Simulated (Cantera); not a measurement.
Input: 1 mol C₂H₄, 0.041 mol H₂O, 0.45 mol N₂, at 352 °C and 13300 Pa.

Cantera equilibrium calculation (NASA polynomials, part measured and part estimated; ideal gas, pure solids and liquids). Candidate condensed phases: C, C₆H₆, C₇H₈, C₈H₁₈, H₂O; 136 gas species. Equilibrium is a limit: real reactors are often held back by kinetics, nucleation or transport.

Base state: CH₄ 0.450, H₂ 0.264, N₂ 0.262, H₂O 0.0234, NH₃ 0.000255, CO₂ 0.000176, CO 9.61e-5 (mole fractions); condensed: C(graphite).

Q: What changes in the equilibrium state with this change: H₂O from 0.041 to 5.1 mol?

A: 
| species | before | after |
|---|---|---|
| H₂O | 0.0234 | 0.477 |
| H₂ | 0.264 | 0.183 |
| CH₄ | 0.450 | 0.161 |
| N₂ | 0.262 | 0.0623 |
| CO₂ | 0.000176 | 0.114 |
| CO | 9.61e-5 | 0.00210 |
| NH₃ | 0.000255 | 7.18e-5 |
| C(graphite), mol | 1.23 | 0 |

Q: What changes in the equilibrium state with this change: temperature from 352 °C to 1800 °C?

A: 
```csv
species,before,after
H₂,0.264,0.795
N₂,0.262,0.173
CO,9.61e-5,0.0161
CH₄,0.450,2.97e-5
H₂O,0.0234,1.52e-7
HCN,<1e-9,0.00722
H,<1e-9,0.00642
C₂H₂ (acetylene),<1e-9,0.000975
"C(graphite), mol",1.23,1.93
```
